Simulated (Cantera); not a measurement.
A Cantera script and its output.

```python
import numpy as np
import cantera as ct

gas = ct.Solution("h2o2.yaml")
gas.TPX = 1350, 1333, {'H2': 0.044, 'O2': 1, 'H2O': 0.096}
inlet = ct.Reservoir(gas, clone=True)

reactor = ct.IdealGasConstPressureReactor(gas, energy="off", clone=False)
exhaust = ct.Reservoir(gas, clone=True)
tau = [15, 5.8, 2.3, 0.9, 0.36, 0.14, 0.055, 0.022, 0.0085][0]
for a, b in ((inlet, reactor), (reactor, exhaust)):
    ct.MassFlowController(a, b, mdot=lambda t: reactor.mass / tau)
net = ct.ReactorNet([reactor])
show = ['H2', 'O2', 'H2O2', 'O', 'OH', 'HO2']

rows = []
print(f"{'tau/s':>10s}{'T/K':>9s}" + "".join(f"{s:>11s}" for s in show))
for tau in [15, 5.8, 2.3, 0.9, 0.36, 0.14, 0.055, 0.022, 0.0085]:
    net.initial_time = 0.0
    net.advance(30 * tau)
    before = gas.X
    net.advance(40 * tau)
    drift = np.max(np.abs(gas.X - before) / (gas.X + 1e-9))
    rows.append([gas.T, *gas[show].X, drift])
    print(f"{tau:10.3e}{gas.T:9.1f}" + "".join(f"{x:11.3e}" for x in gas[show].X))
```

It prints:

```
     tau/s      T/K         H2         O2       H2O2          O         OH        HO2
 1.500e+01   1350.0  3.304e-05  8.740e-01  2.355e-08  3.807e-04  9.071e-04  3.455e-07
 5.800e+00   1350.0  6.165e-05  8.735e-01  3.342e-08  7.169e-04  1.244e-03  5.657e-07
 2.300e+00   1350.0  1.122e-04  8.727e-01  4.581e-08  1.316e-03  1.683e-03  8.834e-07
 9.000e-01   1350.0  2.032e-04  8.714e-01  6.131e-08  2.402e-03  2.271e-03  1.323e-06
 3.600e-01   1350.0  3.553e-04  8.693e-01  7.886e-08  4.215e-03  3.004e-03  1.852e-06
 1.400e-01   1350.0  6.101e-04  8.658e-01  9.797e-08  7.189e-03  3.916e-03  2.445e-06
 5.500e-02   1350.0  9.869e-04  8.612e-01  1.154e-07  1.128e-02  4.900e-03  2.986e-06
 2.200e-02   1350.0  1.491e-03  8.562e-01  1.287e-07  1.567e-02  5.794e-03  3.389e-06
 8.500e-03   1350.0  2.235e-03  8.521e-01  1.388e-07  1.914e-02  6.511e-03  3.649e-06
```

Computed with Cantera and the H2/O2 subset of GRI-Mech 3.0, which has no nitrogen chemistry. Radical loss at walls, strong at low pressure, is not modelled. The temperature is held fixed by assumption; the heat of reaction is taken as removed at once.
